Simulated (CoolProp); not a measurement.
Methane at 293.15 K and 0.991 MPa flows at 0.053 m/s in a round tube of 10 mm bore and 15 µm roughness, fully developed (64/Re and Nu = 3.66 if laminar; Colebrook and Gnielinski if turbulent). Each further row changes one setting.

Model: reference Helmholtz-energy equation of state, Setzmann 1991, in CoolProp.

```json
[
 {"case": "as stated", "Reynolds number": "316", "Darcy friction factor": "[?]", "pressure drop (Pa/m)": "[?]", "heat-transfer coefficient (W/(m² K))": "12.5", "mass flow (kg/h)": "[?]"},
 {"case": "velocity 0.106 m/s", "Reynolds number": "631", "Darcy friction factor": "0.101", "pressure drop (Pa/m)": "0.379", "heat-transfer coefficient (W/(m² K))": "12.5", "mass flow (kg/h)": "[?]"},
 {"case": "diameter 20 mm", "Reynolds number": "631", "Darcy friction factor": "0.101", "pressure drop (Pa/m)": "0.0473", "heat-transfer coefficient (W/(m² K))": "6.23", "mass flow (kg/h)": "0.398"}
]
```

Problem. Complete the blanks.

Solution. 
- as stated, Darcy friction factor: 0.203
- as stated, pressure drop (Pa/m): 0.189
- as stated, mass flow (kg/h): 0.0996
- velocity 0.106 m/s, mass flow (kg/h): 0.199

Viscosity comes from a separate model (Quiñones-Cisneros 2006). Thermal conductivity comes from a separate model (Friend 1989).
